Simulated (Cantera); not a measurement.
Input: 1 mol H2O, 4.3 mol O2, held at 1.00 bar.

Cantera equilibrium calculation (NASA polynomials, part measured and part estimated; ideal gas, pure solids and liquids). Candidate condensed phases: H2O; 22 gas species. Ions and electrons are included (thermal ionisation). Rates play no part. All values below are at 3500 K.

Base state: O2 0.443, O 0.328, OH 0.106, H 0.0658, H2O 0.0436, H2 0.0124, HO2 0.000107 (mole fractions); condensed: gas only.

What changes in the equilibrium state with this change: O2 from 4.3 to 1.3 mol?


```tsv
species	before	after
O2	0.443	0.285
O	0.328	0.263
OH	0.106	0.160
H2O	0.0436	0.124
H2	0.0124	0.0441
H	0.0658	0.124
HO2	0.000107	0.000130
```

What changes in the equilibrium state with this change: H2O replaced by CO2?


```json
[
 {"species": "O2", "before": "0.443", "after": "0.504"},
 {"species": "O", "before": "0.328", "after": "0.350"},
 {"species": "CO", "before": "0", "after": "0.101"},
 {"species": "OH", "before": "0.106", "after": "0"},
 {"species": "H", "before": "0.0658", "after": "0"},
 {"species": "CO2", "before": "0", "after": "0.0455"},
 {"species": "H2O", "before": "0.0436", "after": "0"},
 {"species": "H2", "before": "0.0124", "after": "0"},
 {"species": "HO2", "before": "0.000107", "after": "0"}
]
```
Further candidate phases: C.
